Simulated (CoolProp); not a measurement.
The numbers come from the reference Helmholtz-energy equation of state, Aleksandrov 2011 in CoolProp. It is a short technical equation, of lower accuracy than the large ones.

### Question
For n-undecane, give the phase and the speed of sound (m/s), Joule-Thomson coefficient (K/MPa), fugacity coefficient at 380.2 K and 0.118 bar; 357.1 K and 2.26 bar.

### Answer
- 380.2 K and 0.118 bar: liquid; speed of sound 958, Joule-Thomson coefficient -0.329, fugacity coefficient 0.501
- 357.1 K and 2.26 bar: liquid; speed of sound 1040, Joule-Thomson coefficient -0.360, fugacity coefficient 0.00947
